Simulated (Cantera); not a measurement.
PbS + H2 (hydrogen reduction and annealing atmospheres)

A closed system holds: 1 mol PbS, 3.9 mol H2, at 1700 °C.

Method: chemical equilibrium by Gibbs-energy minimisation in Cantera with the NASA 1993 tables (ideal gas, pure condensed phases). Candidate condensed phases: Pb, PbS, S; 10 gas species. The numbers say what is thermodynamically allowed, not how fast it happens.

```tsv
P (Pa)	x H2	x Pb	x PbS	x H	x S2	x S	x H2S	x SH
10	0.607	0.164	0.00683	0.105	0.0470	0.0577	0.000837	0.0114
52	0.668	0.163	0.0173	0.0484	0.0592	0.0284	0.00236	0.0134
270	0.702	0.150	0.0362	0.0218	0.0590	0.0124	0.00563	0.0137
1400	0.721	0.127	0.0637	0.00969	0.0488	0.00497	0.0120	0.0126
7200	0.732	0.101	0.0945	0.00431	0.0330	0.00180	0.0227	0.0105
37000	0.736	0.0791	0.120	0.00191	0.0170	0.000570	0.0371	0.00752
190000	0.736	0.0664	0.136	0.000841	0.00598	0.000149	0.0499	0.00446
1000000	0.736	0.0613	0.142	0.000366	0.00146	3.21e-5	0.0565	0.00220
```
x: gas mole fraction; nothing condenses.

From 10.0 Pa to 10.0 bar nothing is condensed. The main Pb-bearing gas is Pb at 10.0 Pa and PbS at 10.0 bar.
